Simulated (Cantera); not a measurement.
Input (Python, Cantera):

```python
import numpy as np
import cantera as ct

gas = ct.Solution("gri30.yaml")


def delay(T, t_max=10):
    gas.TPX = T, 2000000, {'CH4': 1, 'O2': 1.05, 'N2': 3.26}
    reactor = ct.IdealGasReactor(gas, clone=False)
    net = ct.ReactorNet([reactor])
    net.rtol, net.atol = 1e-8, 1e-16
    while net.time < t_max:
        t_old, T_old = net.time, reactor.T
        net.step()
        if reactor.T > T + 400:  # ignition: a rise of 400 K
            return t_old + (T + 400 - T_old) / (reactor.T - T_old) * (net.time - t_old)
    return np.nan


taus = []
for T in [1225, 1300, 1375, 1450, 1525, 1600, 1675]:
    taus.append(delay(T))
    print(f"T0 = {T:6g} K   tau = {taus[-1]:.4e} s")
```

It prints:

```
T0 =   1225 K   tau = 1.7973e-03 s
T0 =   1300 K   tau = 7.6723e-04 s
T0 =   1375 K   tau = 3.4726e-04 s
T0 =   1450 K   tau = 1.6487e-04 s
T0 =   1525 K   tau = 8.1470e-05 s
T0 =   1600 K   tau = 4.1717e-05 s
T0 =   1675 K   tau = 2.2131e-05 s
```

Detailed kinetics in Cantera: GRI-Mech 3.0 (53 species, 325 reactions). The pressure lies above the range GRI-Mech 3.0 was tuned for (to about 10 atm).
